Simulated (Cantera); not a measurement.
Thermodynamics of carbothermic reduction, feed Fe₃O₄ + CO + N₂

Input: 1 mol Fe₃O₄, 0.69 mol CO, 5.6 mol N₂, equilibrated at 1575 °C.

Equilibrium computed with Cantera from the NASA thermochemical tables; the gas is ideal and each condensed phase is pure. Candidate condensed phases: C, Fe, Fe(CO)₅, FeO, Fe₂O₃, Fe₃O₄; 27 gas species. Mutual solubility and eutectic melting of coexisting phases are not modelled. The tables' stoichiometric FeO is somewhat more stable than real wüstite, so its field is too wide. FeO: taken at fixed stoichiometry. Equilibrium is a limit: real reactors are often held back by kinetics, nucleation or transport.

From 0.000100 bar to 0.00100 bar the condensed part is FeO(l). From 0.0100 bar to 10.0 bar the condensed part is FeO(l) + Fe₃O₄(s). The main Fe-bearing gas is Fe at 0.000100 bar and FeO at 10.0 bar.

| P (Pa) | x N₂ | x CO₂ | x O₂ | x CO | x Fe | n FeO(l) | n Fe₃O₄(s) |
|---|---|---|---|---|---|---|---|
| 10 | 0.841 | 0.0879 | 0.0343 | 0.0158 | 0.0117 | 2.90 | 0 |
| 100 | 0.864 | 0.100 | 0.0260 | 0.00654 | 0.000426 | 2.99 | 0 |
| 1000 | 0.873 | 0.105 | 0.0171 | 0.00268 | 1.66e-5 | 2.71 | 0.0966 |
| 10000 | 0.888 | 0.107 | 0.00171 | 0.00272 | 1.66e-6 | 2.09 | 0.302 |
| 100000 | 0.890 | 0.107 | 0.000171 | 0.00273 | 1.66e-7 | 2.03 | 0.324 |
| 1000000 | 0.890 | 0.107 | 1.71e-5 | 0.00273 | 1.66e-8 | 2.02 | 0.327 |
x: gas mole fraction; n: condensed amount in mol.
